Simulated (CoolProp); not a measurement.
The numbers come from the reference Helmholtz-energy equation of state, Akasaka 2019 in CoolProp.

Problem. Give the vapour pressure (MPa), liquid density (kg/m³), vapour density (kg/m³), liquid cp (kJ/(kg K)) of saturated R1234ze(Z) at 85.05, 124.25 °C.

Solution. 
```json
[
 {"T (°C)": "85.05", "p (MPa)": "0.968", "liquid density (kg/m³)": "1040", "vapour density (kg/m³)": "47.9", "liquid cp (kJ/(kg K))": "1.51"},
 {"T (°C)": "124.25", "p (MPa)": "2.20", "liquid density (kg/m³)": "860", "vapour density (kg/m³)": "128", "liquid cp (kJ/(kg K))": "1.96"}
]
```
